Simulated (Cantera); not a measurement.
Charge: 1 mol Cu, 1.2 mol F2, held at 773.15 K and 8800 Pa.

Method: chemical equilibrium by Gibbs-energy minimisation in Cantera with the NASA 1993 tables (ideal gas, pure condensed phases). Candidate condensed phases: Cu, CuF2; 6 gas species. Kinetics and transport are ignored.

Base state: F2 0.982, F 0.0181 (mole fractions); condensed: CuF2(s).

### Question
What changes in the equilibrium state with this change: 0.29 mol CH4 added?

### Answer
```json
[
 {"species": "HF", "before": "0", "after": "0.800"},
 {"species": "CF4", "before": "0", "after": "0.200"},
 {"species": "F2", "before": "0.982", "after": "<1e-9"},
 {"species": "F", "before": "0.0181", "after": "<1e-9"},
 {"species": "CuF2(s), mol", "before": "1.00", "after": "0.0400"},
 {"species": "Cu(s), mol", "before": "0", "after": "0.960"}
]
```
Condensed phases not in the tables: fluorocarbon polymer. Gases not in the tables: C2F6 and larger saturated fluorocarbons. Further candidate phases: C, C6H6, C7H8, C8H18.
